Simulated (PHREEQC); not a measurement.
KOH is added in steps, without added water, to 1 kg of water holding 0.0016 mol/kgw NaH2PO4, 0.028 mol/kgw Na2HPO4 and 0.0052 mol/kgw KCl, at 20 °C. Oxygen is held at 0.21 atm. No CO2 enters from the air. The run lets Halite precipitate or redissolve, and no other solid.

Base run: PHREEQC, ion-association model, wateq4f.dat. Each further column changes one thing. The table gives pH.

```
KOH added (mol)   base  0.0023 mol/kgw H3PO4 added  0.0026 mol/kgw Na2SO4 added  diluted 100-fold with water  no solid may form
---------------  -----  --------------------------  ---------------------------  ---------------------------  -----------------
0                 8.13                         [?]                         8.13                         8.37               8.13
0.004375         10.80                        8.10                        10.79                        11.77              10.80
0.00875          11.24                       10.72                        11.23                        12.06              11.24
0.01312          11.48                         [?]                        11.47                        12.23              11.48
0.0175           11.66                       11.43                        11.65                          [?]              11.66
0.02187          11.80                         [?]                        11.80                        12.44              11.80
0.02625          11.93                         [?]                        11.93                        12.51              11.93
0.03062          12.04                       11.88                        12.04                          [?]              12.04
0.035            12.14                       11.99                        12.14                          [?]              12.14
```

Problem. Fill in the missing entries.

Solution. 
- 0, 0.0023 mol/kgw H3PO4 added: 7.51
- 0.01312, 0.0023 mol/kgw H3PO4 added: 11.18
- 0.0175, diluted 100-fold with water: 12.35
- 0.02187, 0.0023 mol/kgw H3PO4 added: 11.61
- 0.02625, 0.0023 mol/kgw H3PO4 added: 11.75
- 0.03062, diluted 100-fold with water: 12.58
- 0.035, diluted 100-fold with water: 12.63

H3PO4, which wateq4f.dat lacks, is added to it with the constant of phreeqc.dat. Solids allowed in the column '0.0026 mol/kgw Na2SO4 added': Halite, Mirabilite.
